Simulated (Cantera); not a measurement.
**Low-pressure radical oxidation in H2/O2**

An isothermal, constant-pressure homogeneous reactor starts with H2 : O2 : N2 = 0.011 : 1 : 1.4 (molar parts), at 975 K and 10.00 Torr.

Cantera simulation using GRI-Mech 3.0 (53 species, 325 reactions); the numbers are that mechanism's predictions, not measurements. Radical loss at walls, strong at low pressure, is not modelled.

```json
[
 {"t (s)": "5.00e-6", "x H2": "0.00456", "x O2": "0.415", "x NO2": "<1e-12", "x H": "<1e-12", "x O": "<1e-12", "x H2O2": "<1e-12"},
 {"t (s)": "2.41e-5", "x H2": "0.00456", "x O2": "0.415", "x NO2": "<1e-12", "x H": "<1e-12", "x O": "<1e-12", "x H2O2": "<1e-12"},
 {"t (s)": "0.000116", "x H2": "0.00456", "x O2": "0.415", "x NO2": "<1e-12", "x H": "<1e-12", "x O": "<1e-12", "x H2O2": "<1e-12"},
 {"t (s)": "0.000559", "x H2": "0.00456", "x O2": "0.415", "x NO2": "<1e-12", "x H": "2.94e-12", "x O": "2.53e-12", "x H2O2": "<1e-12"},
 {"t (s)": "0.00270", "x H2": "0.00456", "x O2": "0.415", "x NO2": "<1e-12", "x H": "1.06e-11", "x O": "3.52e-11", "x H2O2": "<1e-12"},
 {"t (s)": "0.0130", "x H2": "0.00456", "x O2": "0.415", "x NO2": "<1e-12", "x H": "5.93e-10", "x O": "3.13e-9", "x H2O2": "<1e-12"},
 {"t (s)": "0.0626", "x H2": "0.000667", "x O2": "0.412", "x NO2": "<1e-12", "x H": "0.000578", "x O": "0.00200", "x H2O2": "5.52e-8"},
 {"t (s)": "0.302", "x H2": "6.82e-6", "x O2": "0.413", "x NO2": "2.24e-12", "x H": "2.58e-5", "x O": "0.000564", "x H2O2": "7.86e-9"},
 {"t (s)": "1.45", "x H2": "4.82e-7", "x O2": "0.413", "x NO2": "9.48e-12", "x H": "5.68e-7", "x O": "4.50e-5", "x H2O2": "5.37e-9"},
 {"t (s)": "7.00", "x H2": "2.42e-8", "x O2": "0.413", "x NO2": "2.31e-11", "x H": "8.36e-9", "x O": "2.68e-6", "x H2O2": "1.71e-9"}
]
```
x: mole fraction; the columns are a selection and need not sum to one.

Equilibrium at this temperature and pressure: H2 2.52e-12, O2 0.413, NO2 2.97e-7, H <1e-12, O 4.04e-10, H2O2 <1e-12 (gas phase only).
